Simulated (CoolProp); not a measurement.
Vapour-liquid equilibrium of CHF3 (R23) (1) + R134a (2) at 184.2 K; x and y are mole fractions of (1).

Model: multi-fluid Helmholtz-energy mixture model, Penoncello 2003 and Tillner-Roth 1994; pair parameters Bell 2016, in CoolProp.

| x | bubble pressure, mixture model (MPa) | bubble pressure, Raoult's law (MPa) | y, mixture model | y, Raoult's law |
|---|---|---|---|---|
| 0.05 | 0.004832 | 0.004931 | … | 0.676 |
| 0.125 | … | 0.009807 | 0.844 | 0.850 |
| 0.2 | 0.01414 | 0.01468 | 0.903 | 0.908 |
| 0.275 | 0.01880 | 0.01956 | … | 0.938 |
| 0.35 | 0.02351 | 0.02443 | 0.952 | 0.955 |
| 0.425 | 0.02829 | 0.02931 | 0.965 | 0.967 |
| 0.5 | 0.03313 | 0.03418 | … | 0.975 |
| 0.575 | 0.03806 | 0.03906 | … | 0.982 |
| 0.65 | 0.04304 | 0.04394 | 0.986 | 0.987 |
| 0.725 | … | 0.04881 | 0.990 | 0.991 |
| 0.8 | … | 0.05369 | 0.993 | 0.994 |
| 0.875 | 0.05824 | 0.05856 | 0.996 | 0.996 |
| 0.95 | … | 0.06344 | 0.999 | 0.999 |

Problem. What belongs in the gaps?

Solution. 
- 0.05, y, mixture model: 0.668
- 0.125, bubble pressure, mixture model (MPa): 0.009499
- 0.275, y, mixture model: 0.934
- 0.5, y, mixture model: 0.974
- 0.575, y, mixture model: 0.980
- 0.725, bubble pressure, mixture model (MPa): 0.04808
- 0.8, bubble pressure, mixture model (MPa): 0.05315
- 0.95, bubble pressure, mixture model (MPa): 0.06332

The largest gap from Raoult's law is -3.9 % in bubble pressure, at x = 0.275. No azeotrope shows between x = 0.05 and 0.95.

Pair parameters are fitted to limited data, so mixtures are less certain than the pure fluids.
